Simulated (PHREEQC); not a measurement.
Dissolve 0.0033 mol/kgw NaHS at 64 °C. It is in equilibrium with CO2 at log p = -3.5 (atm). Otherwise closed; pH follows from the charge balance.

Computed with PHREEQC (ion-association model, phreeqc.dat).

The pH is 7.81. The ionic strength is 0.00330 mol/kgw and the specific conductance comes out as 728 µS/cm. The total alkalinity comes out as 3.30 meq/kg.

| species | molality | activity | log γ |
|---|---|---|---|
| Na+ | 0.00330 | 0.00309 | -0.029 |
| HS- | 0.00312 | 0.00291 | -0.030 |
| H2S | 0.000181 | 0.000181 | 0.000 |
| HCO3- | 0.000170 | 0.000159 | -0.029 |
| OH- | 8.19e-6 | 7.65e-6 | -0.030 |
| CO2 | 4.89e-6 | 4.90e-6 | 0.000 |
| CO3-2 | 9.69e-7 | 7.45e-7 | -0.115 |
| S-2 | 3.12e-7 | 2.39e-7 | -0.115 |
| NaCO3- | 2.61e-7 | 2.44e-7 | -0.029 |
| NaHCO3 | 2.26e-7 | 2.27e-7 | 0.000 |
| H+ | 1.66e-8 | 1.56e-8 | -0.027 |

No solid was allowed to form. Species that the database lacks are ignored. Constants without temperature data keep their 25 °C values here.
